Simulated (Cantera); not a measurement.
**Reactions in the system Br-Ca-H**

Source: NASA polynomial tables (part measured, part estimated), evaluated in Cantera. Values are per mole of reaction as written; species without (g) are pure solids or liquids, kept so even where they would boil at 1 bar.

2 H(g) + CaBr2 = 2 HBr(g) + Ca

```csv
T (K),ΔH° (kJ),ΔS° (J/K),ΔG° (kJ),log10 K,condensed phases
300,174.3,80.6,150.1,-26.14,"CaBr2(s), Ca(s)"
1400,111.8,4.5,105.5,-3.94,"CaBr2(l), Ca(l)"
1500,107.0,1.2,105.2,-3.66,"CaBr2(l), Ca(l)"
1600,102.3,-1.8,105.3,-3.44,"CaBr2(l), Ca(l)"
1700,97.7,-4.6,105.6,-3.24,"CaBr2(l), Ca(l)"
1800,93.1,-7.2,106.2,-3.08,"CaBr2(l), Ca(l)"
1900,88.6,-9.7,107.0,-2.94,"CaBr2(l), Ca(l)"
2000,84.2,-12.0,108.1,-2.82,"CaBr2(l), Ca(l)"
2100,79.8,-14.1,109.4,-2.72,"CaBr2(l), Ca(l)"
2200,75.4,-16.1,110.9,-2.63,"CaBr2(l), Ca(l)"
2300,71.1,-18.1,112.7,-2.56,"CaBr2(l), Ca(l)"
```
